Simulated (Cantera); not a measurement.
**CO2 + H2 + N2 (abatement and gas-phase synthesis)**

Feed: 1 mol CO2, 1.3 mol H2, 42 mol N2, held at 2150 °C and 7.10 mbar.

These are equilibrium values from Cantera (NASA tables, ideal gas, pure condensed phases), not measurements of a reactor. Candidate condensed phases: C, C6H6, C7H8, C8H18, H2O; 136 gas species. Equilibrium is a limit: real reactors are often held back by kinetics, nucleation or transport.

```
Quantity                                    Value
--------------------------------------  ---------
x(N2)                                       0.930
x(H)                                       0.0205
x(CO)                                      0.0196
x(H2)                                     0.00952
x(H2O)                                    0.00749
x(O)                                      0.00439
x(OH)                                     0.00305
x(CO2)                                    0.00258
x(NO)                                     0.00179
gas amount                              45.14 mol
log10 activity of C(graphite) (absent)      -8.28
```
